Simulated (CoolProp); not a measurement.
A single-stage vapour-compression cycle with isobutane: evaporating at 295.15 K (dew point), condensing at 347.15 K (bubble point), superheat 8 K, subcooling 2 K, compressor efficiency 0.65, no pressure losses. Each further row changes one setting.

The numbers come from the reference Helmholtz-energy equation of state, Bücker 2006 in CoolProp.

| case | cooling COP | pressure ratio | discharge temperature (K) | refrigerating effect (kJ/kg) | volumetric capacity (kJ/m³) |
|---|---|---|---|---|---|
| as stated | 2.72 | 3.69 | 359.0 | 216 | 1750 |
| evaporating temperature 300.15 K | ___ | 3.19 | ___ | 223 | ___ |
| condensing temperature 342.15 K | 3.15 | ___ | ___ | 230 | 1860 |
| subcooling 7 K | ___ | 3.69 | 359.0 | 230 | 1860 |
| superheat 18 K | ___ | 3.69 | 368.7 | 234 | 1820 |
| compressor efficiency 0.55 | ___ | 3.69 | 365.4 | 216 | 1750 |

**Question.** Complete the blanks.

**Answer.** 
- evaporating temperature 300.15 K, cooling COP: 3.16
- evaporating temperature 300.15 K, discharge temperature (K): 358.2
- evaporating temperature 300.15 K, volumetric capacity (kJ/m³): 2080
- condensing temperature 342.15 K, pressure ratio: 3.32
- condensing temperature 342.15 K, discharge temperature (K): 354.1
- subcooling 7 K, cooling COP: 2.90
- superheat 18 K, cooling COP: 2.81
- compressor efficiency 0.55, cooling COP: 2.31
